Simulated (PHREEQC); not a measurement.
A column of 1 m (40 cells, dispersivity 0.035 m, 60 s a shift, diffusion coefficient 3e-10 m²/s) holds 0.027 eq of the database's cation exchanger X per kg of pore water, first in equilibrium with 0.00062 mol/kgw (NH4)2SO4, 0.00087 mol/kgw LiCl and 1e-05 mol/kgw HCl. It is flushed with 1.7 mmol/kgw KCl, 23 mmol/kgw NH4Cl and 0.01 mmol/kgw HCl, at 25 °C. Values are for the last cell. No CO2 enters from the air. Nothing may precipitate in this run.

Equilibrium calculation in PHREEQC: ion-association model, phreeqc.dat.

Task: Predict S in solution (mol/kgw), Li in solution (mol/kgw) at pore volumes = 0.1625, 0.7625, 4.513.

Result: 
| pore volumes | S in solution (mol/kgw) | Li in solution (mol/kgw) |
|---|---|---|
| 0.1625 | 0.000620 | 0.000870 |
| 0.7625 | 0.000507 | 0.00257 |
| 4.513 | 5.41e-14 | 5.43e-10 |

Species that the database lacks are ignored.
